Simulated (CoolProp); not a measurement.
A simple Rankine cycle with R1224YDZ: condensing at 312.15 K, boiler at 0.847 MPa, turbine inlet 361.1 K, turbine efficiency 0.85, pump efficiency 0.8, no recuperator. Each further row changes one setting.

Values from CoolProp's reference Helmholtz-energy equation of state, Akasaka 2023.

```json
[
 {"case": "as stated", "thermal efficiency (%)": "9.4", "net work (kJ/kg)": "17.6", "heat in (kJ/kg)": "188", "turbine exit temperature (K)": "?", "volume ratio over the turbine": "3.76"},
 {"case": "turbine inlet 381.1 K", "thermal efficiency (%)": "9.3", "net work (kJ/kg)": "?", "heat in (kJ/kg)": "209", "turbine exit temperature (K)": "349.2", "volume ratio over the turbine": "?"},
 {"case": "condensing temperature 304.15 K", "thermal efficiency (%)": "10.8", "net work (kJ/kg)": "?", "heat in (kJ/kg)": "198", "turbine exit temperature (K)": "?", "volume ratio over the turbine": "?"},
 {"case": "boiler pressure 0.593 MPa", "thermal efficiency (%)": "7.0", "net work (kJ/kg)": "13.5", "heat in (kJ/kg)": "194", "turbine exit temperature (K)": "338.7", "volume ratio over the turbine": "2.53"},
 {"case": "turbine efficiency 0.75", "thermal efficiency (%)": "?", "net work (kJ/kg)": "?", "heat in (kJ/kg)": "188", "turbine exit temperature (K)": "330.2", "volume ratio over the turbine": "3.80"}
]
```

### Question
What belongs in the gaps?

### Answer

- as stated, turbine exit temperature (K): 327.7
- turbine inlet 381.1 K, net work (kJ/kg): 19.3
- turbine inlet 381.1 K, volume ratio over the turbine: 3.67
- condensing temperature 304.15 K, net work (kJ/kg): 21.3
- condensing temperature 304.15 K, turbine exit temperature (K): 321.9
- condensing temperature 304.15 K, volume ratio over the turbine: 4.87
- turbine efficiency 0.75, thermal efficiency (%): 8.2
- turbine efficiency 0.75, net work (kJ/kg): 15.5
